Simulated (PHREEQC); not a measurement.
Dissolve 0.0062 mol FeSO4, 0.01 mol MgSO4, 0.00097 mol NaH2PO4 and 0.22 mol Na2SO4 per kg of water at 20 °C. Closed to the air; pH follows from the charge balance.

All values are PHREEQC results (ion-association model, phreeqc.dat), not measurements.

No solid was allowed to form.

Q: Predict the pH.

A: pH 5.17.

Q: In which forms is Mg present?

A: MgSO4 63 %, Mg+2 37 % of the Mg.

The solution is supersaturated, for example in Vivianite, so a real one may precipitate; this is no full list.
